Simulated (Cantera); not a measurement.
**Equilibrium for abatement and gas-phase synthesis: SO2 + H2 + O2**

Feed: 1 mol SO2, 0.13 mol H2, 3.2 mol O2, equilibrated at 2950 K.

These are equilibrium values from Cantera (NASA tables, ideal gas, pure condensed phases), not measurements of a reactor. Candidate condensed phases: H2O, H2SO4, S; 19 gas species. The ideal-gas law is rough above about 30 bar. The numbers say what is thermodynamically allowed, not how fast it happens.

From 10.0 Pa to 300 bar nothing is condensed.

| P (Pa) | x O | x O2 | x SO2 | x S | x SO | x H | x OH | x H2O |
|---|---|---|---|---|---|---|---|---|
| 10 | 0.859 | 0.00816 | 0.000144 | 0.0970 | 0.00811 | 0.0271 | 0.000207 | 9.66e-8 |
| 120 | 0.771 | 0.0789 | 0.00990 | 0.0575 | 0.0518 | 0.0285 | 0.00235 | 1.38e-5 |
| 1400 | 0.463 | 0.331 | 0.0882 | 0.0105 | 0.0659 | 0.0254 | 0.0146 | 0.000892 |
| 17000 | 0.175 | 0.573 | 0.177 | 0.000998 | 0.0289 | 0.0100 | 0.0264 | 0.00773 |
| 210000 | 0.0541 | 0.679 | 0.216 | 8.32e-5 | 0.00919 | 0.00215 | 0.0217 | 0.0168 |
| 2500000 | 0.0161 | 0.715 | 0.228 | 7.00e-6 | 0.00274 | 0.000385 | 0.0138 | 0.0228 |
| 30000000 | 0.00468 | 0.727 | 0.230 | 5.79e-7 | 0.000791 | 6.38e-5 | 0.00797 | 0.0262 |
x: gas mole fraction; nothing condenses.
